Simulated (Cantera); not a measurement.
A Cantera script and what it prints.

```python
import numpy as np
import cantera as ct

gas_names = """
    CL CL2 H HCL H2 Na NaCL NaH Na2 Na2CL2
""".split()
cond_names = """
    Na(cr) Na(L) NaCL(s) NaCL(L)
""".split()


def load(file, names, dense=False):
    # The tables refer to 1 bar. Condensed volumes are neglected.
    table = {s.name: s for s in ct.Species.list_from_file(file)}
    out = []
    for n in names:
        d = dict(table[n].input_data)
        d["thermo"] = dict(d["thermo"], **{"reference-pressure": 1e5})
        if dense:
            d["equation-of-state"] = {"model": "constant-volume", "density": "1e6 g/cm^3"}
        out.append(ct.Species.from_dict(d))
    return out


gas = ct.Solution(thermo="ideal-gas", species=load("nasa_gas.yaml", gas_names))
cond = {s.name: ct.Solution(thermo="fixed-stoichiometry", species=[s], name=s.name)
        for s in load("nasa_condensed.yaml", cond_names, dense=True)}
atoms = {
    'NaCl': {'Na': 1, 'CL': 1},
    'H2': {'H': 2},
}
top_T = {}  # K; cautious upper limits of use, not melting points


def equilibrate(T, P, feed):
    n = {}
    for name, mol in feed.items():
        for a, k in atoms[name].items():
            n[a] = n.get(a, 0.0) + k * mol
    gas.TPX = T, P, n
    mass = sum(n.values()) * gas.mean_molecular_weight
    gas.equilibrate("TP")
    valid = [c for c in cond.values() if c.min_temp <= T <= top_T.get(c.name, c.max_temp)]
    mix = ct.Mixture([(gas, mass / gas.mean_molecular_weight)] + [(c, 0.0) for c in valid])
    mix.T, mix.P = T, P
    mix.equilibrate("TP", solver="vcs", rtol=1e-11, max_steps=5000)
    return mix


results = []
feed = {'NaCl': 1, 'H2': 190}  # mol
P = 10000  # Pa
for T in [800, 875, 950, 1025, 1100, 1175, 1250, 1325, 1400, 1475, 1550, 1625, 1700]:
    mix = equilibrate(T, P, feed)
    results.append((T, P, feed, dict(zip(mix.species_names, mix.species_moles))))

top = {s: max(r[3][s] / sum(r[3][g] for g in gas_names) for r in results) for s in gas_names}
cols = sorted((s for s in top if top[s] > 0.001), key=lambda s: -top[s])[:8]
seen = [c for c in cond_names if any(r[3].get(c, 0) > 1e-12 for r in results)]
print("log10 of partial pressures in bar; condensed amounts in mol")
print(f"{'T/K':>10s}" + "".join(f"{s[:9]:>10s}" for s in cols + seen))
for T, P, feed, n in results:
    ng = sum(n[g] for g in gas_names)
    print(f"{T:10.4g}" + "".join(f"{np.log10(max(n[s] / ng * P / 1e5, 1e-99)):10.3f}" for s in cols)
          + "".join(f"{n.get(c, 0):10.4g}" for c in seen))
```

Result:

```
log10 of partial pressures in bar; condensed amounts in mol
       T/K        H2      NaCL       HCL        Na   NaCL(s)
       800    -1.000    -7.068    -9.019    -9.019    0.9998
       875    -1.000    -5.837    -7.856    -7.856    0.9956
       950    -1.000    -4.808    -6.880    -6.881    0.9496
      1025    -1.001    -3.938    -6.052    -6.052    0.5974
      1100    -1.002    -3.462    -5.475    -5.475         0
      1175    -1.002    -3.353    -5.124    -5.125         0
      1250    -1.002    -3.316    -4.845    -4.845         0
      1325    -1.002    -3.310    -4.611    -4.611         0
      1400    -1.002    -3.318    -4.408    -4.409         0
      1475    -1.003    -3.334    -4.231    -4.232         0
      1550    -1.003    -3.358    -4.075    -4.076         0
      1625    -1.003    -3.389    -3.939    -3.940         0
      1700    -1.003    -3.430    -3.821    -3.821         0
```

Method: chemical equilibrium by Gibbs-energy minimisation in Cantera with the NASA 1993 tables (ideal gas, pure condensed phases).
